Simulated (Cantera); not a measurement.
A closed system holds: 1 mol SiCl₄, 200 mol H₂, equilibrated at 470 Pa.

Equilibrium computed with Cantera from the NASA thermochemical tables; the gas is ideal and each condensed phase is pure. Candidate condensed phases: Si; 19 gas species. Gases not in the tables: Si₂H₆ and higher silanes. Equilibrium is a limit: real reactors are often held back by kinetics, nucleation or transport.

Question: What share of the Si ends up in condensed phases as a function of T (K), at 1775, 1800, 1825, 1850, 1875, 1900, 1925, 1950, 1975, 2000, 2025?

Answer: 
```json
[
 {"T (K)": "1775", "Si condensed (%)": "67.4", "as": "Si(l)"},
 {"T (K)": "1800", "Si condensed (%)": "63.0", "as": "Si(l)"},
 {"T (K)": "1825", "Si condensed (%)": "56.8", "as": "Si(l)"},
 {"T (K)": "1850", "Si condensed (%)": "47.9", "as": "Si(l)"},
 {"T (K)": "1875", "Si condensed (%)": "35.7", "as": "Si(l)"},
 {"T (K)": "1900", "Si condensed (%)": "18.9", "as": "Si(l)"},
 {"T (K)": "1925", "Si condensed (%)": "0.0", "as": "-"},
 {"T (K)": "1950", "Si condensed (%)": "0.0", "as": "-"},
 {"T (K)": "1975", "Si condensed (%)": "0.0", "as": "-"},
 {"T (K)": "2000", "Si condensed (%)": "0.0", "as": "-"},
 {"T (K)": "2025", "Si condensed (%)": "0.0", "as": "-"}
]
```
